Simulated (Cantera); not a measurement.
Input: 1 mol Ti, 0.39 mol C3H8, 1.6 mol CH4, held at 2.40 mbar.

Equilibrium computed with Cantera from the NASA thermochemical tables; the gas is ideal and each condensed phase is pure. Candidate condensed phases: C, C6H6, C7H8, C8H18, Ti, TiC; 77 gas species. TiC: taken at fixed stoichiometry. Rates play no part.

**Question.** At 1298 K, list the 3 most abundant gas species with their mole fractions, and the condensed phases.

**Answer.** H2 1.000, H 2.19e-5, CH4 1.91e-5. Condensed: C(graphite) + TiC(s).
